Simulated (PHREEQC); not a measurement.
3.1 g of hydrous ferric oxide (600 m²/g; 0.2 weak and 0.005 strong sites per Fe, Dzombak-Morel constants, diffuse double layer) in 1 kg of water with 0.001 mol/kgw of an inert sodium salt, at 25 °C; the pH is set by adding NaOH or the inert anion's acid. Oxygen is held at 0.21 atm. The system is closed to CO2. Nothing may precipitate in this run.

Model: ion-association model, wateq4f.dat, run in PHREEQC.

Question: Predict surface charge σ (C/m²), surface potential ψ (mV) at pH = 4.5, 8.62.

Answer: 
```
pH    surface charge σ (C/m²)  surface potential ψ (mV)
----  -----------------------  ------------------------
4.5                     0.097                       186
8.62                   -0.002                       -29
```

Species that the database lacks are ignored. The oxide is taken as insoluble; below pH 4 it would dissolve.
